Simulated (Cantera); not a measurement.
A closed system holds: 1 mol Si2Cl6, 23 mol NH3, 1.2 mol N2, equilibrated at 380 Pa.

These are equilibrium values from Cantera (NASA tables, ideal gas, pure condensed phases), not measurements of a reactor. Candidate condensed phases: NH4Cl, Si, Si3N4; 28 gas species. The feed counts by its element totals alone. Gases not in the tables: Si2H6 and higher silanes. Rates play no part.

### Question
What share of the Si ends up in condensed phases as a function of T (K), at 873, 1023, 1173, 1323, 1473, 1623, 1773, 1923, 2073?

### Answer
| T (K) | Si condensed (%) | as |
|---|---|---|
| 873 | 99.7 | Si3N4(s) |
| 1023 | 99.8 | Si3N4(s) |
| 1173 | 99.8 | Si3N4(s) |
| 1323 | 98.2 | Si3N4(s) |
| 1473 | 85.4 | Si3N4(s) |
| 1623 | 48.5 | Si3N4(s) |
| 1773 | 36.4 | Si(l) |
| 1923 | 29.5 | Si(l) |
| 2073 | 0.0 | - |
